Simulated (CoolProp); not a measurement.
Vapour-liquid equilibrium of ethylene (1) + propylene (2) at 175.5 K; x and y are mole fractions of (1).

The numbers come from the multi-fluid Helmholtz-energy mixture model, Smukala 2000 and Lemmon 2013; pair parameters Bell 2016 in CoolProp.

| x | bubble pressure, mixture model (MPa) | bubble pressure, Raoult's law (MPa) | y, mixture model | y, Raoult's law |
|---|---|---|---|---|
| 0.05 | 0.01252 | 0.01179 | 0.629 | 0.608 |
| 0.2 | 0.03523 | 0.03255 | 0.887 | 0.880 |
| 0.35 | 0.05697 | 0.05332 | 0.942 | 0.941 |
| 0.5 | 0.07750 | 0.07408 | 0.966 | 0.967 |
| 0.65 | 0.09706 | 0.09485 | 0.980 | 0.982 |
| 0.8 | 0.1163 | 0.1156 | 0.990 | 0.992 |
| 0.95 | 0.1363 | 0.1364 | 0.998 | 0.998 |

The largest gap from Raoult's law is +8.2 % in bubble pressure, at x = 0.2. No azeotrope shows between x = 0.05 and 0.95.

Pair parameters are fitted to limited data, so mixtures are less certain than the pure fluids.
